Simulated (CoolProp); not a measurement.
Diethyl ether at several states: Z from the reference equation and from simpler models built on Tc = 194.7 °C, pc = 3717 kPa, ω = 0.282; each cubic takes its own stable root.

The numbers come from the reference Helmholtz-energy equation of state, Thol 2014 in CoolProp.

| T (°C) | p (kPa) | phase | reference |
|---|---|---|---|
| 60.15 | 247 | liquid | 0.009934 |
| 125.75 | 56.8 | gas | 0.9909 |
| 227.45 | 1000 | gas | 0.9239 |
| 2.35 | 1420 | liquid | 0.06253 |

Question: How far does each simpler model (van der Waals, Redlich-Kwong, Soave-Redlich-Kwong, Peng-Robinson) lie from the reference over these 4 states: mean and median of the absolute difference, and the worst?

Answer: 
- van der Waals: mean 2393.7 %, median 33.2 %, worst +9508.4 % at 60.15 °C and 247 kPa
- Redlich-Kwong: mean 2340.4 %, median 6.6 %, worst +9348.4 % at 60.15 °C and 247 kPa
- Soave-Redlich-Kwong: mean 4.8 %, median 4.7 %, worst +9.8 % at 60.15 °C and 247 kPa
- Peng-Robinson: mean 1.7 %, median 2.0 %, worst -3.0 % at 2.35 °C and 1420 kPa

At some of these states van der Waals, Redlich-Kwong gives the other phase, because its saturation line lies elsewhere.
